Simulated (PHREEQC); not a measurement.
1 kg of water holding 1.1 mol KCl meets 20 L of dry gas (CO2 1 by moles) at fixed total pressure, at 60 °C; fugacities by Peng-Robinson. The gases take part in no redox reaction, some water evaporates into the gas, and hydrates or a liquid gas phase aren't modelled. Nothing may precipitate in this run.

The numbers come from PHREEQC with the Pitzer model, pitzer.dat.

```json
[
 {"P (atm)": "2", "dissolved CO2 (all carbonate carbon) (mol/kgw)": "0.0269", "φ of CO2": "0.992", "pH": "3.87"},
 {"P (atm)": "5", "dissolved CO2 (all carbonate carbon) (mol/kgw)": "0.0704", "φ of CO2": "0.981", "pH": "3.67"},
 {"P (atm)": "10", "dissolved CO2 (all carbonate carbon) (mol/kgw)": "0.140", "φ of CO2": "0.961", "pH": "3.52"},
 {"P (atm)": "20", "dissolved CO2 (all carbonate carbon) (mol/kgw)": "0.272", "φ of CO2": "0.924", "pH": "3.37"},
 {"P (atm)": "30", "dissolved CO2 (all carbonate carbon) (mol/kgw)": "…", "φ of CO2": "0.887", "pH": "3.30"},
 {"P (atm)": "40", "dissolved CO2 (all carbonate carbon) (mol/kgw)": "0.501", "φ of CO2": "…", "pH": "3.24"},
 {"P (atm)": "50", "dissolved CO2 (all carbonate carbon) (mol/kgw)": "0.598", "φ of CO2": "0.816", "pH": "3.21"},
 {"P (atm)": "75", "dissolved CO2 (all carbonate carbon) (mol/kgw)": "0.794", "φ of CO2": "0.732", "pH": "3.14"},
 {"P (atm)": "100", "dissolved CO2 (all carbonate carbon) (mol/kgw)": "0.925", "φ of CO2": "…", "pH": "3.11"},
 {"P (atm)": "150", "dissolved CO2 (all carbonate carbon) (mol/kgw)": "1.05", "φ of CO2": "0.525", "pH": "3.07"},
 {"P (atm)": "200", "dissolved CO2 (all carbonate carbon) (mol/kgw)": "1.12", "φ of CO2": "0.447", "pH": "3.05"},
 {"P (atm)": "300", "dissolved CO2 (all carbonate carbon) (mol/kgw)": "1.22", "φ of CO2": "0.367", "pH": "…"},
 {"P (atm)": "400", "dissolved CO2 (all carbonate carbon) (mol/kgw)": "1.30", "φ of CO2": "0.331", "pH": "2.99"}
]
```

### Question
What belongs in the gaps?

### Answer

- 30, dissolved CO2 (all carbonate carbon) (mol/kgw): 0.392
- 40, φ of CO2: 0.851
- 100, φ of CO2: 0.654
- 300, pH: 3.02

In brines, pH and single-ion activities rest on the MacInnes convention. At this temperature some constants are extrapolated from 25 °C, and those without enthalpy data are left unchanged.
